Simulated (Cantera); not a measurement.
Dilute partial oxidation

A perfectly stirred reactor is fed with CH3OH : O2 : N2 = 0.0021 : 0.0028 : 1 (molar parts), equivalence ratio 1.1, at 1.00 atm; it is held at 1100 K, and followed from long to short residence time.

Cantera simulation using GRI-Mech 3.0 (53 species, 325 reactions); the numbers are that mechanism's predictions, not measurements. GRI-Mech 3.0 was tuned for natural gas; its chemistry of methanol as a main component is partial and can be far from experiment.

```csv
τ (s),x CH3OH,x O2,x C2H6,x NO,x OH
0.93,8.59e-7,5.49e-5,4.06e-10,5.04e-7,2.30e-6
0.41,1.49e-6,9.89e-5,5.71e-10,5.46e-7,3.50e-6
0.18,2.77e-6,0.000184,8.43e-10,4.99e-7,5.06e-6
0.079,5.62e-6,0.000339,1.45e-9,3.52e-7,6.69e-6
0.035,0.00113,0.00237,<1e-12,<1e-12,1.36e-7
0.015,0.00209,0.00279,1.74e-11,<1e-12,2.70e-11
0.0067,0.00209,0.00279,6.25e-12,<1e-12,2.27e-11
```
x: mole fraction; the columns are a selection and need not sum to one.
